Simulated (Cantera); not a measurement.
Input: 1 mol Si, 0.04 mol O2, 58 mol CO, at 1725 K and 42.0 Pa.

Cantera equilibrium calculation (NASA polynomials, part measured and part estimated; ideal gas, pure solids and liquids). Candidate condensed phases: C, Si, SiC, SiO2; 20 gas species. The numbers say what is thermodynamically allowed, not how fast it happens.

Base state: CO 0.991, SiO 0.00927, Si 5.91e-5 (mole fractions); condensed: SiC(s).

Task: What changes in the equilibrium state with this change: temperature from 1725 K to 1298 K?

Result: 
| species | before | after |
|---|---|---|
| CO | 0.991 | 0.999 |
| SiO | 0.00927 | 0.00101 |
| Si | 5.91e-5 | <1e-9 |
| SiC(s), mol | 0.458 | 0.621 |
| SiO2(β-quartz), mol | 0 | 0.321 |
Mutual solubility and eutectic melting of coexisting phases are not modelled. The tables hold silica as quartz up to 1696 K and as liquid above; real silica turns to tridymite and cristobalite and melts near 1996 K.

Task: What changes in the equilibrium state with this change: pressure from 42.0 Pa to 1 atm?

Result: 
```csv
species,before,after
CO,0.991,0.999
SiO,0.00927,0.00110
CO2,7.16e-8,0.000121
Si,5.91e-5,4.19e-9
"SiC(s), mol",0.458,0
"C(graphite), mol",0,1.86
"SiO2(condensed), mol",0,0.938
```
The tables hold silica as quartz up to 1696 K and as liquid above; real silica turns to tridymite and cristobalite and melts near 1996 K.
